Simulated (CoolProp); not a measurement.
R236FA along the isobar 4.39 MPa: density (kg/m³) from the reference equation and from simpler models built on Tc = 124.9 °C, pc = 3.191 MPa, ω = 0.377; each cubic takes its own stable root.

The numbers come from the reference Helmholtz-energy equation of state, Pan 2012 in CoolProp.

```tsv
T (°C)	phase	reference
44.85	liquid	1314
51.75	liquid	1290
58.55	liquid	1265
65.35	liquid	1239
72.25	liquid	1212
79.05	liquid	1183
85.85	liquid	1153
92.75	liquid	1120
99.55	liquid	1085
106.35	liquid	1046
113.15	liquid	1001
120.05	liquid	947.6
126.85	supercritical	881.3
```

**Question.** How far does each simpler model (van der Waals, Redlich-Kwong, Soave-Redlich-Kwong) lie from the reference over these 13 states: mean and median of the absolute difference, and the worst?

**Answer.** 
- van der Waals: mean 36.4 %, median 37.1 %, worst -38.4 % at 44.85 °C and 4.39 MPa
- Redlich-Kwong: mean 16.5 %, median 16.5 %, worst -18.5 % at 120.05 °C and 4.39 MPa
- Soave-Redlich-Kwong: mean 13.0 %, median 12.1 %, worst -18.9 % at 126.85 °C and 4.39 MPa
